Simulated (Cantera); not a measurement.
Input: 1 mol CH₃F, 0.078 mol CH₄, 5.4 mol H₂, held at 600 K and 23000 Pa.

These are equilibrium values from Cantera (NASA tables, ideal gas, pure condensed phases), not measurements of a reactor. Candidate condensed phases: C, C₆H₆, C₇H₈, C₈H₁₈; 95 gas species. Rates play no part.

Problem. What is the equilibrium state?

Solution. 
* **x(H₂)**: 0.679
* **x(CH₄)**: 0.166
* **x(HF)**: 0.154
* **x(H₂F₂)**: 2.32e-6
* **gas amount**: 6.478 mol
* **log10 activity of C(graphite) (absent)**: -1.78
